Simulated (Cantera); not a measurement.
Ignition delay

Mixture: H2 : O2 : N2 = 1 : 0.962 : 3.62 (molar parts), equivalence ratio 0.52, at 21.0 bar, adiabatic and at constant pressure. Ignition delay is the time to a rise of 400 K.

Detailed kinetics in Cantera: GRI-Mech 3.0 (53 species, 325 reactions). The hydrogen kinetics of GRI-Mech 3.0 are dated; newer H2 mechanisms differ, most at raised pressure. The pressure lies above the range GRI-Mech 3.0 was tuned for (to about 10 atm). Where the delays flatten at high temperature, the 400 K rule measures the pace of heat release, not the induction time.

| T0 (K) | delay (ms) |
|---|---|
| 975 | 15.2 |
| 1075 | 1.73 |
| 1175 | 0.245 |
| 1275 | 0.0321 |
| 1375 | 0.00289 |
| 1475 | 0.00109 |
| 1575 | 0.000665 |
| 1675 | 0.000474 |
| 1775 | 0.000370 |
| 1875 | 0.000307 |
